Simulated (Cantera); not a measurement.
Input (Python, Cantera) and output of one run.

```python
import numpy as np
import cantera as ct

gas_names = """
    H HO2 H2 H2O H2O2 H2S H2SO4 O OH O2 O3 S SH SO SO2 SO3 S2 S2O S8
""".split()
cond_names = """
    H2O(s) H2O(L) H2SO4(L) S(cr1) S(cr2) S(L)
""".split()


# ... load() reads the species with a 1 bar reference pressure and builds the phases ...
atoms = {
    'H2O': {'H': 2, 'O': 1},
    'SO2': {'S': 1, 'O': 2},
    'H2': {'H': 2},
}
top_T = {}  # K; cautious upper limits of use, not melting points


# ... equilibrate(T, P, feed) seeds the gas with the atoms and calls Mixture.equilibrate('TP', solver="vcs", rtol=1e-11, max_steps=5000) ...
results = []
feed = {'H2O': 1, 'SO2': 0.073, 'H2': 0.09}  # mol
T = 3148  # K
for P in [10, 200, 3900, 77000, 1500000, 30000000]:
    mix = equilibrate(T, P, feed)
    results.append((T, P, feed, dict(zip(mix.species_names, mix.species_moles))))

top = {s: max(r[3][s] / sum(r[3][g] for g in gas_names) for r in results) for s in gas_names}
cols = sorted((s for s in top if top[s] > 1e-05), key=lambda s: -top[s])[:5]
seen = [c for c in cond_names if any(r[3].get(c, 0) > 1e-12 for r in results)]
print("log10 of partial pressures in bar; condensed amounts in mol")
print(f"{'P/Pa':>10s}" + "".join(f"{s[:9]:>10s}" for s in cols + seen))
for T, P, feed, n in results:
    ng = sum(n[g] for g in gas_names)
    print(f"{P:10.4g}" + "".join(f"{np.log10(max(n[s] / ng * P / 1e5, 1e-99)):10.3f}" for s in cols)
          + "".join(f"{n.get(c, 0):10.4g}" for c in seen))
```

It prints:

```
log10 of partial pressures in bar; condensed amounts in mol
      P/Pa       H2O         H         O        H2        OH
        10    -9.755    -4.193    -4.473    -7.160    -7.220
       200    -5.893    -2.903    -3.192    -4.580    -4.648
      3900    -2.548    -1.771    -2.111    -2.316    -2.435
   7.7e+04    -0.454    -1.050    -1.460    -0.873    -1.063
   1.5e+06     1.043    -0.503    -1.056     0.221    -0.112
     3e+07     2.402     0.062    -0.827     1.350     0.682
```

Cantera equilibrium calculation (NASA polynomials, part measured and part estimated; ideal gas, pure solids and liquids). The ideal-gas law is rough above about 30 bar.
